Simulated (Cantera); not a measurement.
An isothermal, constant-pressure homogeneous reactor starts with C2H6 : N2 = 1 : 19 (molar parts), at 1950 K and 27.8 Torr. Integrator tolerance rtol = 1e-08.

Computed with Cantera and GRI-Mech 3.0 (53 species, 325 reactions). GRI-Mech 3.0 stops at C3 and has no aromatics, soot or wall deposition, so with more carbon than oxygen in the feed, carbon stays in small species such as C2H2 where larger ones or solid carbon would form. Radical loss at walls, strong at low pressure, is not modelled.

Question: What does this change do: C2H6 1 to 0.77 parts?

Answer: 
```csv
quantity,before,after
x(C2H6) at 2.00 s,<1e-12 (gas-phase equilibrium <1e-12),<1e-12 (gas-phase equilibrium <1e-12)
x(H) at 2.00 s,0.00180 (gas-phase equilibrium 0.00180),0.00160 (gas-phase equilibrium 0.00160)
x(CH3) at 2.00 s,5.70e-7 (gas-phase equilibrium 8.98e-7),3.50e-7 (gas-phase equilibrium 5.86e-7)
x(C2H4) at 2.00 s,1.34e-6 (gas-phase equilibrium 3.56e-7),8.48e-7 (gas-phase equilibrium 1.91e-7)
x(HCN) at 2.00 s,0.000223 (gas-phase equilibrium 0.0668),0.000233 (gas-phase equilibrium 0.0560)
```

Question: What does this change do: pressure from 27.8 Torr to 1.01 bar?

Answer: 
```tsv
quantity	before	after
x(C2H6) at 2.00 s	<1e-12 (gas-phase equilibrium <1e-12)	2.02e-9 (gas-phase equilibrium 5.66e-10)
x(H) at 2.00 s	0.00180 (gas-phase equilibrium 0.00180)	0.000345 (gas-phase equilibrium 0.000345)
x(CH3) at 2.00 s	5.70e-7 (gas-phase equilibrium 8.98e-7)	8.87e-6 (gas-phase equilibrium 4.73e-6)
x(C2H4) at 2.00 s	1.34e-6 (gas-phase equilibrium 3.56e-7)	3.70e-5 (gas-phase equilibrium 9.83e-6)
x(HCN) at 2.00 s	0.000223 (gas-phase equilibrium 0.0668)	0.000210 (gas-phase equilibrium 0.0668)
```
